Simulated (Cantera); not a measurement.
A freely propagating, adiabatic, planar premixed flame of 34.4 % H2, 11.5 % O2, 54.1 % N2, equivalence ratio 1.5, unburnt at 575 K and 500000 Pa; mixture-averaged transport, grid criteria slope 0.08 and curve 0.16, no radiation.

Detailed kinetics in Cantera: the H2/O2 subset of GRI-Mech 3.0, which has no nitrogen chemistry. The hydrogen kinetics of GRI-Mech 3.0 are dated; newer H2 mechanisms differ, most at raised pressure. Burning velocities carry a grid error of a few per cent, more on coarse grids.

x: mole fraction of selected species; z is measured from the peak of heat release.

```
z (mm)   T (K)  u (m/s)   x H2      x O2    x H2O     x HO2       x H  x H2O2
-------  -----  -------  -----  --------  -------  --------  --------  ------
-0.171     575     6.79  0.344     0.115    <1e-8     <1e-8     <1e-8   <1e-8
-0.114     575     6.79  0.344     0.115  1.15e-8     <1e-8     <1e-8   <1e-8
-0.0857    575     6.79  0.344     0.115  2.87e-7   7.50e-8     <1e-8   <1e-8
-0.0572    576     6.79  0.344     0.115  5.32e-6   1.77e-6     <1e-8       …
-0.0286    628     7.29  0.331     0.116  0.00234  0.000569  0.000110       …
-0.0143    918     10.3  0.290     0.107   0.0300  0.000604   0.00415       …
0         1332     14.6  0.219    0.0752    0.100  0.000277    0.0208       …
0.0143    1625     17.6  0.154    0.0348    0.177  0.000116    0.0384       …
0.0286    1779     19.2  0.124    0.0136    0.216   4.32e-5    0.0443       …
0.0572    1921     20.6  0.113   0.00320    0.238   9.92e-6    0.0399       …
0.114     2041     21.7  0.116   0.00119    0.245   3.83e-6    0.0290       …
0.229     2136     22.6  0.120  0.000548    0.250   1.81e-6    0.0191       …
0.457     2205     23.2  0.122  0.000212    0.254   7.15e-7    0.0115       …
```

Complete the blanks.


- -0.0572, x H2O2: 2.84e-8
- -0.0286, x H2O2: 1.84e-5
- -0.0143, x H2O2: 5.84e-5
- 0, x H2O2: 1.68e-5
- 0.0143, x H2O2: 3.74e-6
- 0.0286, x H2O2: 2.13e-6
- 0.0572, x H2O2: 1.14e-6
- 0.114, x H2O2: 6.02e-7
- 0.229, x H2O2: 3.19e-7
- 0.457, x H2O2: 1.59e-7
